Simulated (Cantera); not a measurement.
Charge: 1 mol SiHCl₃, 1.3 mol HCl, 82 mol H₂, held at 13.3 mbar.

Equilibrium computed with Cantera from the NASA thermochemical tables; the gas is ideal and each condensed phase is pure. Candidate condensed phases: Si; 19 gas species. The tables' values for SiCl₃, SiCl are old estimates; treat these amounts as uncertain. The numbers say what is thermodynamically allowed, not how fast it happens. All values below are at 1648 K.

Base state: H₂ 0.955, HCl 0.0390, SiCl₂ 0.00565, H 0.000754, SiCl₃ 2.73e-5, Cl 2.41e-5, SiCl 2.06e-5, Si 1.93e-5 (mole fractions); condensed: Si(s).

### Question
What changes in the equilibrium state with this change: pressure from 13.3 mbar to 2.30 mbar?

### Answer
```json
[
 {"species": "H₂", "before": "0.955", "after": "0.953"},
 {"species": "HCl", "before": "0.0390", "after": "0.0389"},
 {"species": "SiCl₂", "before": "0.00565", "after": "0.00564"},
 {"species": "H", "before": "0.000754", "after": "0.00181"},
 {"species": "Si", "before": "1.93e-5", "after": "0.000112"},
 {"species": "SiCl₃", "before": "2.73e-5", "after": "1.13e-5"},
 {"species": "Cl", "before": "2.41e-5", "after": "5.81e-5"},
 {"species": "SiCl", "before": "2.06e-5", "after": "4.96e-5"},
 {"species": "Si(s), mol", "before": "0.511", "after": "0.502"}
]
```
The tables' values for SiCl, SiCl₃ are old estimates; treat these amounts as uncertain.

### Question
What changes in the equilibrium state with this change: SiHCl₃ replaced by Si(CH₃)₄?

### Answer
```tsv
species	before	after
H₂	0.955	0.985
HCl	0.0390	0.0145
H	0.000754	0.000765
SiCl₂	0.00565	9.39e-6
C₂H₂ (acetylene)	0	4.40e-5
CH₄	0	1.73e-5
SiCl₃	2.73e-5	1.67e-8
Si(s), mol	0.511	0
C(graphite), mol	0	2.99
SiC(s), mol	0	0.999
```
Further candidate phases: C, C₆H₆, C₇H₈, C₈H₁₈, SiC.
